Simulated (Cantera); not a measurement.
A perfectly stirred reactor is fed with CO : O2 : H2O : N2 = 0.0043 : 0.0068 : 0.002 : 1 (molar parts), equivalence ratio 0.32, at 8.50 bar; it is held at 1425 K, and followed from long to short residence time.

Detailed kinetics in Cantera: GRI-Mech 3.0 (53 species, 325 reactions).

### Question
What does this change do: N2 1 to 1.9 parts?

### Answer
```
quantity                 before     after
---------------------  --------  --------
x(CO) at τ = 0.880 s    3.07e-5   2.35e-5
x(O2) at τ = 0.880 s    0.00461   0.00244
x(H2O) at τ = 0.880 s   0.00197   0.00104
x(NO) at τ = 0.880 s    1.18e-6   1.03e-6
x(OH) at τ = 0.880 s    6.59e-6   4.57e-6
x(CO) at τ = 20.0 ms   0.000475  0.000361
x(O2) at τ = 20.0 ms    0.00483   0.00261
x(H2O) at τ = 20.0 ms   0.00196   0.00104
x(NO) at τ = 20.0 ms    1.16e-6   8.68e-7
x(OH) at τ = 20.0 ms    1.62e-5   1.06e-5
```

### Question
What does this change do: temperature 1425 to 1450 K?

### Answer
| quantity | before | after |
|---|---|---|
| x(CO) at τ = 0.880 s | 3.07e-5 | 2.71e-5 |
| x(O2) at τ = 0.880 s | 0.00461 | 0.00461 |
| x(H2O) at τ = 0.880 s | 0.00197 | 0.00197 |
| x(NO) at τ = 0.880 s | 1.18e-6 | 1.38e-6 |
| x(OH) at τ = 0.880 s | 6.59e-6 | 7.54e-6 |
| x(CO) at τ = 20.0 ms | 0.000475 | 0.000413 |
| x(O2) at τ = 20.0 ms | 0.00483 | 0.00479 |
| x(H2O) at τ = 20.0 ms | 0.00196 | 0.00196 |
| x(NO) at τ = 20.0 ms | 1.16e-6 | 1.44e-6 |
| x(OH) at τ = 20.0 ms | 1.62e-5 | 1.90e-5 |
